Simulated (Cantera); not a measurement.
Input: 1 mol Cu, 0.016 mol CO2, 30 mol CO, held at 1350 K and 1.80 bar.

Cantera equilibrium calculation (NASA polynomials, part measured and part estimated; ideal gas, pure solids and liquids). Candidate condensed phases: C, Cu, CuO, Cu2O; 15 gas species. The numbers say what is thermodynamically allowed, not how fast it happens.

### Question
What is the equilibrium state?

### Answer
```
Item               Result
--------------  ---------
x(CO)               0.995
x(CO2)            0.00519
n(C(graphite))  0.139 mol
n(Cu(s))        1.000 mol
gas amount      29.88 mol
```
